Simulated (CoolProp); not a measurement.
R113 along the isotherm 226.85 °C: fugacity coefficient from the reference equation and from simpler models built on Tc = 214.1 °C, pc = 3.392 MPa, ω = 0.253; each cubic takes its own stable root.

Values from CoolProp's reference Helmholtz-energy equation of state, Marx 1992.

| p (MPa) | phase | reference | van der Waals | Soave-Redlich-Kwong | Peng-Robinson |
|---|---|---|---|---|---|
| 1.3 | gas | 0.8839 | 0.8939 | 0.8830 | 0.8707 |
| 2.61 | gas | 0.7693 | 0.7865 | 0.7687 | 0.7481 |
| 3.91 | supercritical | 0.6498 | 0.6659 | 0.6516 | 0.6271 |
| 5.22 | supercritical | 0.5279 | 0.5514 | 0.5373 | 0.5133 |
| 6.52 | supercritical | 0.4507 | 0.4817 | 0.4640 | 0.4402 |
| 7.83 | supercritical | 0.3989 | 0.4356 | 0.4143 | 0.3904 |
| 9.13 | supercritical | 0.3625 | 0.4041 | 0.3793 | 0.3552 |
| 10.4 | supercritical | 0.3362 | 0.3821 | 0.3540 | 0.3295 |
| 11.7 | supercritical | 0.3157 | 0.3658 | 0.3342 | 0.3092 |
| 13 | supercritical | 0.2999 | 0.3540 | 0.3190 | 0.2934 |
| 14.4 | supercritical | 0.2866 | 0.3450 | 0.3063 | 0.2800 |
| 15.7 | supercritical | 0.2770 | 0.3394 | 0.2971 | 0.2701 |
| 17 | supercritical | 0.2693 | 0.3358 | 0.2899 | 0.2621 |
